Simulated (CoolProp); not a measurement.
Properties of ammonia along the isobar 380 kPa (Tc = 405.6 K, pc = 11360 kPa, ω = 0.256).

Model: reference Helmholtz-energy equation of state, Gao 2020, in CoolProp.

```
T (K)   phase  cp (kJ/(kg K))  cv (kJ/(kg K))  isothermal compressibility (1/MPa)  viscosity (µPa s)  Prandtl number  fugacity coefficient
-----  ------  --------------  --------------  ----------------------------------  -----------------  --------------  --------------------
211.3  liquid           4.356           2.969                           0.0005595                405            2.31               0.05059
223.8  liquid           4.403           2.956                           0.0006296                325            1.99                0.1103
236.3  liquid           4.451           2.930                                   ?                268            1.76                     ?
248.9  liquid           4.499           2.897                           0.0008219                  ?            1.60                0.3992
261.4  liquid               ?           2.862                           0.0009540                194            1.48                0.6783
273.9     gas           2.597           1.878                               2.810               9.11            1.01                0.9443
286.4     gas           2.475           1.814                               2.773                  ?           0.976                     ?
298.9     gas           2.397           1.774                               2.747               10.0           0.950                0.9613
311.5     gas           2.347           1.752                               2.727               10.5           0.931                0.9671
```

Fill in the missing entries.


- 236.3, isothermal compressibility (1/MPa): 0.0007153
- 236.3, fugacity coefficient: 0.2181
- 248.9, viscosity (µPa s): 226
- 261.4, cp (kJ/(kg K)): 4.552
- 286.4, viscosity (µPa s): 9.57
- 286.4, fugacity coefficient: 0.9539

Viscosity comes from a separate model (Fenghour 1995). Thermal conductivity comes from a separate model (Tufeu 1984).
